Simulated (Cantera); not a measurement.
# Si + Br₂ + N₂ (silicon etching in halogen gases)

Feed: 1 mol Si, 2.8 mol Br₂, a varied amount of N₂, held at 1673 K and 0.133 bar.

Method: chemical equilibrium by Gibbs-energy minimisation in Cantera with the NASA 1993 tables (ideal gas, pure condensed phases). Candidate condensed phases: Br₂, Si, Si₃N₄; 13 gas species. The tables' values for SiBr₃ are old estimates; treat these amounts as uncertain. Equilibrium is a limit: real reactors are often held back by kinetics, nucleation or transport.

From 4.8 mol N₂ to 86 mol N₂ nothing is condensed. The main Si-bearing gas is SiBr₄ at 4.8 mol N₂ and SiBr₂ at 86 mol N₂.

```json
[
 {"n(N₂) (mol)": "4.8", "x N₂": "0.638", "x Br": "0.215", "x SiBr₄": "0.114", "x Br₂": "0.0132", "x SiBr₂": "0.00957", "x SiBr₃": "0.00989", "x SiBr": "2.15e-7"},
 {"n(N₂) (mol)": "7.8", "x N₂": "0.733", "x Br": "0.165", "x SiBr₄": "0.0748", "x Br₂": "0.00776", "x SiBr₂": "0.0108", "x SiBr₃": "0.00850", "x SiBr": "3.15e-7"},
 {"n(N₂) (mol)": "13", "x N₂": "0.812", "x Br": "0.122", "x SiBr₄": "0.0440", "x Br₂": "0.00421", "x SiBr₂": "0.0116", "x SiBr₃": "0.00679", "x SiBr": "4.63e-7"},
 {"n(N₂) (mol)": "20", "x N₂": "0.862", "x Br": "0.0929", "x SiBr₄": "0.0260", "x Br₂": "0.00246", "x SiBr₂": "0.0118", "x SiBr₃": "0.00526", "x SiBr": "6.14e-7"},
 {"n(N₂) (mol)": "33", "x N₂": "0.904", "x Br": "0.0670", "x SiBr₄": "0.0127", "x Br₂": "0.00128", "x SiBr₂": "0.0111", "x SiBr₃": "0.00357", "x SiBr": "8.00e-7"},
 {"n(N₂) (mol)": "53", "x N₂": "0.933", "x Br": "0.0483", "x SiBr₄": "0.00575", "x Br₂": "0.000666", "x SiBr₂": "0.00963", "x SiBr₃": "0.00223", "x SiBr": "9.62e-7"},
 {"n(N₂) (mol)": "86", "x N₂": "0.955", "x Br": "0.0337", "x SiBr₄": "0.00222", "x Br₂": "0.000323", "x SiBr₂": "0.00765", "x SiBr₃": "0.00123", "x SiBr": "1.10e-6"}
]
```
x: gas mole fraction; nothing condenses.
